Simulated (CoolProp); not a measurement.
Vapour pressure (kPa) of chlorine: the reference equation beside estimates from Tc = 416.9 K, pc = 7642 kPa, ω = 0.070. Clausius-Clapeyron is anchored at 253.8 K with a constant enthalpy of vaporisation of 19.74 kJ/mol.

The numbers come from the reference Helmholtz-energy equation of state, Thol 2021 in CoolProp.

| T (K) | reference | Lee-Kesler | Clausius-Clapeyron | van der Waals | Redlich-Kwong | Soave-Redlich-Kwong | Peng-Robinson |
|---|---|---|---|---|---|---|---|
| 240.9 | 109.1 | 111.9 | 112.1 | 532.7 | 104.3 | 111.4 | 115.2 |
| 245.2 | 131.0 | 133.9 | 133.2 | 591.4 | 126.6 | 133.4 | 137.4 |
| 249.5 | 156.2 | 159.2 | 157.4 | 654.4 | 152.5 | 158.6 | 162.8 |
| 253.8 | 185.0 | 188.0 | 185.0 | 721.9 | 182.1 | … | 191.7 |
| 258.1 | 217.7 | 220.8 | … | 794.0 | 216.0 | 220.0 | … |
| 262.4 | 254.7 | 257.7 | 251.3 | 870.7 | 254.4 | 256.9 | … |
| 266.7 | 296.3 | 299.2 | 290.8 | 952.3 | 297.8 | 298.3 | 302.6 |
| 271 | 342.8 | 345.6 | 334.9 | 1039 | 346.4 | 344.7 | 348.7 |

What belongs in the gaps?


- 253.8, Soave-Redlich-Kwong: 187.4
- 258.1, Clausius-Clapeyron: 216.2
- 258.1, Peng-Robinson: 224.4
- 262.4, Peng-Robinson: 261.2

Absolute difference from the reference over all 8 rows, mean and median: Lee-Kesler 1.6 and 1.5 %, Clausius-Clapeyron 1.4 and 1.5 %, van der Waals 285.0 and 277.5 %, Redlich-Kwong 1.8 and 1.3 %, Soave-Redlich-Kwong 1.2 and 1.2 %, Peng-Robinson 3.5 and 3.3 %.
